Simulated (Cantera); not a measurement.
A closed system holds: 1 mol V, 0.086 mol H2O, 1.6 mol N2, equilibrated at 1450 K and 15.0 Pa.

These are equilibrium values from Cantera (NASA tables, ideal gas, pure condensed phases), not measurements of a reactor. Candidate condensed phases: H2O, V, VN, VO, V2O3, V2O4, V2O5; 28 gas species. Mutual solubility and eutectic melting of coexisting phases are not modelled. VN, VO: taken at fixed stoichiometry. Condensed phases not in the tables: solid solutions among these carbides, nitrides and lower oxides, V2N. Rates play no part.

Task: What is the equilibrium state?

Result: 
```
Quantity                                Result
----------------------------------  ----------
x(N2)                                    0.930
x(H2)                                   0.0698
x(H)                                  0.000204
x(H2O)                                 1.75e-5
n(VN(s))                             0.914 mol
n(VO(s))                            0.0860 mol
gas amount                           1.229 mol
log10 activity of V(s) (absent)          -1.49
log10 activity of V2O5(l) (absent)      -15.84
```
